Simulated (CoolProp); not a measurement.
Methanol at 298.15 K and 0.226 MPa is throttled through a valve to 0.114 MPa with no heat exchange. Each further row changes one setting.

Values from CoolProp's reference Helmholtz-energy equation of state, de Reuck 1993.

```csv
case,temperature change (K)
as stated,+0.0
outlet pressure 0.0342 MPa,+0.1
outlet pressure 0.148 MPa,+0.0
```
